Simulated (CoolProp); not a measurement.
Vapour-liquid equilibrium of acetone (1) + n-nonane (2) at 5.96 bar; x and y are mole fractions of (1).

Model: multi-fluid Helmholtz-energy mixture model, Lemmon 2006 and Lemmon 2006; pair parameters Bell 2016, in CoolProp.

Give the bubble temperature and the first vapour's composition at x = 0.05, 0.35, 0.65. Is there an azeotrope?

x = 0.05: 211.3 °C, y = 0.314; x = 0.35: 148.1 °C, y = 0.854; x = 0.65: 132.2 °C, y = 0.927. No azeotrope shows between x = 0.05 and 0.95.

Pair parameters are fitted to limited data, so mixtures are less certain than the pure fluids.
